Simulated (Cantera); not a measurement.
**Silicon etching in halogen gases: Si + F₂ + HF**

Feed: 1 mol Si, 2.6 mol F₂, 18 mol HF, equilibrated at 0.100 bar.

These are equilibrium values from Cantera (NASA tables, ideal gas, pure condensed phases), not measurements of a reactor. Candidate condensed phases: Si; 25 gas species. Kinetics and transport are ignored.

```json
[
 {"T (K)": "600", "x HF": "0.918", "x F": "7.77e-5", "x SiF₄": "0.0510", "x F₂": "0.0306", "x H₂F₂": "3.56e-5", "x H₃F₃": "1.09e-9"},
 {"T (K)": "700", "x HF": "0.918", "x F": "0.000792", "x SiF₄": "0.0510", "x F₂": "0.0302", "x H₂F₂": "1.52e-5", "x H₃F₃": "1.90e-10"},
 {"T (K)": "800", "x HF": "0.916", "x F": "0.00443", "x SiF₄": "0.0509", "x F₂": "0.0283", "x H₂F₂": "8.00e-6", "x H₃F₃": "5.25e-11"},
 {"T (K)": "900", "x HF": "0.911", "x F": "0.0155", "x SiF₄": "0.0506", "x F₂": "0.0226", "x H₂F₂": "4.83e-6", "x H₃F₃": "1.96e-11"},
 {"T (K)": "1000", "x HF": "0.902", "x F": "0.0349", "x SiF₄": "0.0501", "x F₂": "0.0126", "x H₂F₂": "3.21e-6", "x H₃F₃": "8.93e-12"},
 {"T (K)": "1100", "x HF": "0.895", "x F": "0.0508", "x SiF₄": "0.0497", "x F₂": "0.00442", "x H₂F₂": "2.30e-6", "x H₃F₃": "4.80e-12"},
 {"T (K)": "1200", "x HF": "0.892", "x F": "0.0570", "x SiF₄": "0.0496", "x F₂": "0.00123", "x H₂F₂": "1.77e-6", "x H₃F₃": "2.94e-12"},
 {"T (K)": "1300", "x HF": "0.891", "x F": "0.0587", "x SiF₄": "0.0495", "x F₂": "0.000362", "x H₂F₂": "1.42e-6", "x H₃F₃": "1.98e-12"},
 {"T (K)": "1400", "x HF": "0.891", "x F": "0.0592", "x SiF₄": "0.0495", "x F₂": "0.000122", "x H₂F₂": "1.19e-6", "x H₃F₃": "1.44e-12"},
 {"T (K)": "1500", "x HF": "0.891", "x F": "0.0593", "x SiF₄": "0.0495", "x F₂": "4.73e-5", "x H₂F₂": "1.02e-6", "x H₃F₃": "1.10e-12"},
 {"T (K)": "1600", "x HF": "0.891", "x F": "0.0594", "x SiF₄": "0.0495", "x F₂": "2.05e-5", "x H₂F₂": "8.95e-7", "x H₃F₃": "<1e-12"}
]
```
x: gas mole fraction; nothing condenses.

From 600 K to 1600 K nothing is condensed. The main Si-bearing gas is SiF₄ throughout.
